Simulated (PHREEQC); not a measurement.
# Leach liquor (model solution)

Make-up at 15 °C: 9.6 mmol/kgw HCl, 0.079 mmol/kgw LiCl and 0.4 mmol/kgw MgSO4. Closed to the air; pH follows from the charge balance.

The numbers come from PHREEQC with the ion-association model, wateq4f.dat.

Precipitation was switched off in this run.

Predict the pH.

pH 2.06.

In which forms is Mg present?

Mg+2 98 %, MgSO4 2.0 % of the Mg.
